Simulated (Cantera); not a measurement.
A Cantera script and what it prints.

```python
import numpy as np
import cantera as ct

gas_names = [...]  # 118 gases of nasa_gas.yaml made of C, Cl, F, H
cond_names = """
    C(gr) C6H6(L) C7H8(L) C8H18(L),n-octa
""".split()


# ... load() reads the species with a 1 bar reference pressure and builds the phases ...
atoms = {
    'CHF3': {'C': 1, 'H': 1, 'F': 3},
    'HCl': {'H': 1, 'CL': 1},
    'H2': {'H': 2},
}
top_T = {'C(gr)': 4500}  # K; cautious upper limits of use, not melting points


# ... equilibrate(T, P, feed) seeds the gas with the atoms and calls Mixture.equilibrate('TP', solver="vcs", rtol=1e-11, max_steps=5000) ...
results = []
T = 2025  # K
P = 15000  # Pa
for m in [0.25, 0.36, 0.52, 0.74, 1.1, 1.5, 2.2, 3.2]:
    feed = {'CHF3': 1, 'HCl': 1.1, 'H2': m}  # mol
    mix = equilibrate(T, P, feed)
    results.append((T, P, feed, dict(zip(mix.species_names, mix.species_moles))))
    x = sorted(zip(gas.X, gas.species_names), reverse=True)
    print(f"T = {T:g} K  P = {P:g} Pa  n(H2) = {m:g} mol  gas = {mix.phase_moles(0):.4g} mol")
    print("   x: " + "  ".join(f"{s} {v:.3e}" for v, s in x if v > 1e-05))
    print("   condensed (mol): " + ("  ".join(f"{mix.phase(i).name} {mix.phase_moles(i):.4g}"
          for i in range(1, mix.n_phases) if mix.phase_moles(i) > 1e-12) or "none"))
```

It prints:

```
T = 2025 K  P = 15000 Pa  n(H2) = 0.25 mol  gas = 3.665 mol
   x: HF 6.710e-01  CL 2.354e-01  HCL 3.849e-02  CF4 3.222e-02  CL2 1.264e-02  CF2 6.338e-03  F 2.513e-03  CCLF3 6.804e-04  CF3 4.192e-04  CLF 2.451e-04  CF 1.317e-05
   condensed (mol): C(gr) 0.8545
T = 2025 K  P = 15000 Pa  n(H2) = 0.36 mol  gas = 3.813 mol
   x: HF 6.965e-01  CL 2.222e-01  HCL 4.304e-02  CF4 1.898e-02  CL2 1.127e-02  CF2 4.865e-03  F 2.201e-03  CCLF3 4.320e-04  CF3 2.819e-04  CLF 2.027e-04  CF 1.154e-05
   condensed (mol): C(gr) 0.9062
T = 2025 K  P = 15000 Pa  n(H2) = 0.52 mol  gas = 4.002 mol
   x: HF 7.261e-01  CL 1.982e-01  HCL 5.847e-02  CL2 8.960e-03  CF4 4.163e-03  CF2 2.279e-03  F 1.507e-03  CLF 1.237e-04  CCLF3 1.235e-04  CF3 9.035e-05
   condensed (mol): C(gr) 0.9733
T = 2025 K  P = 15000 Pa  n(H2) = 0.74 mol  gas = 4.086 mol
   x: HF 7.335e-01  HCL 1.427e-01  CL 1.200e-01  CL2 3.284e-03  F 3.776e-04  CF2 1.432e-04  H 2.180e-05  H2 1.925e-05  CLF 1.878e-05  CF4 1.644e-05
   condensed (mol): C(gr) 0.9993
T = 2025 K  P = 15000 Pa  n(H2) = 1.1 mol  gas = 4.214 mol
   x: HF 7.119e-01  HCL 2.552e-01  H2 2.622e-02  CL 5.815e-03  H 8.047e-04  C2H2,acetylene 2.373e-05
   condensed (mol): C(gr) 0.9998
T = 2025 K  P = 15000 Pa  n(H2) = 1.5 mol  gas = 4.61 mol
   x: HF 6.508e-01  HCL 2.360e-01  H2 1.089e-01  CL 2.639e-03  H 1.640e-03  C2H2,acetylene 9.852e-05
   condensed (mol): C(gr) 0.9991
T = 2025 K  P = 15000 Pa  n(H2) = 2.2 mol  gas = 5.31 mol
   x: HF 5.649e-01  H2 2.254e-01  HCL 2.055e-01  H 2.359e-03  CL 1.597e-03  C2H2,acetylene 2.040e-04
   condensed (mol): C(gr) 0.9978
T = 2025 K  P = 15000 Pa  n(H2) = 3.2 mol  gas = 6.313 mol
   x: HF 4.752e-01  H2 3.473e-01  HCL 1.732e-01  H 2.928e-03  CL 1.084e-03  C2H2,acetylene 3.142e-04
   condensed (mol): C(gr) 0.996
```

Method: chemical equilibrium by Gibbs-energy minimisation in Cantera with the NASA 1993 tables (ideal gas, pure condensed phases). Gases not in the tables: C2F6 and larger saturated fluorocarbons.
